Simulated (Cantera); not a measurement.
What does this Cantera script print?

```python
import numpy as np
import cantera as ct

gas_names = """
    H HNO HNO2 HNO3 HO2 H2 H2O H2O2 H2S H2SO4 N NH NH2 NH3 NH2OH NO NO2 NO3 N2 N2H2 N2H4 N2O O OH O2 O3
    S SH SN SO SO2 SO3 S2 S2O S8
""".split()
cond_names = """
    H2O(s) H2O(L) H2SO4(L) S(cr1) S(cr2) S(L)
""".split()


# ... load() reads the species with a 1 bar reference pressure and builds the phases ...
atoms = {
    'H2O': {'H': 2, 'O': 1},
    'SO2': {'S': 1, 'O': 2},
    'N2': {'N': 2},
}
top_T = {}  # K; cautious upper limits of use, not melting points


# ... equilibrate(T, P, feed) seeds the gas with the atoms and calls Mixture.equilibrate('TP', solver="vcs", rtol=1e-11, max_steps=5000) ...
results = []
feed = {'H2O': 1, 'SO2': 0.045, 'N2': 0.85}  # mol
T = 873  # K
P = 101325  # Pa
mix = equilibrate(T, P, feed)
results.append((T, P, feed, dict(zip(mix.species_names, mix.species_moles))))
x = sorted(zip(gas.X, gas.species_names), reverse=True)
print(f"T = {T:g} K  P = {P:g} Pa  gas = {mix.phase_moles(0):.4g} mol")
print("   x: " + "  ".join(f"{s} {v:.3e}" for v, s in x if v > 0.001))
print("   condensed (mol): " + ("  ".join(f"{mix.phase(i).name} {mix.phase_moles(i):.4g}"
      for i in range(1, mix.n_phases) if mix.phase_moles(i) > 1e-12) or "none"))
```

Output:

```
T = 873 K  P = 101325 Pa  gas = 1.895 mol
   x: H2O 5.277e-01  N2 4.485e-01  SO2 2.375e-02
   condensed (mol): none
```

Cantera equilibrium calculation (NASA polynomials, part measured and part estimated; ideal gas, pure solids and liquids).
